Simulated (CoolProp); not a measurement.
Vapour-liquid equilibrium of p-xylene (1) + n-undecane (2) at 0.00232 MPa; x and y are mole fractions of (1).

The numbers come from the multi-fluid Helmholtz-energy mixture model, Zhou 2012 and Aleksandrov 2011; pair parameters Bell 2016 in CoolProp.

| x | bubble temperature (K) | y at the bubble point | dew temperature at overall composition x (K) | liquid density (mol/L) |
|---|---|---|---|---|
| 0.05 | 352.3 | 0.317 | 358.1 | 4.548 |
| 0.2 | 338.2 | 0.727 | 355.0 | ___ |
| 0.35 | 329.3 | 0.867 | 351.4 | 5.381 |
| 0.5 | 323.1 | 0.930 | ___ | 5.853 |
| 0.65 | 318.3 | 0.964 | 341.7 | 6.384 |
| 0.8 | 314.6 | ___ | 334.1 | 6.994 |
| 0.95 | 311.5 | 0.997 | 320.4 | 7.704 |

Question: Fill in the missing entries.

Answer: 
- 0.2, liquid density (mol/L): 4.953
- 0.5, dew temperature at overall composition x (K): 347.1
- 0.8, y at the bubble point: 0.984

No azeotrope shows between x = 0.05 and 0.95.

Pair parameters are fitted to limited data, so mixtures are less certain than the pure fluids.
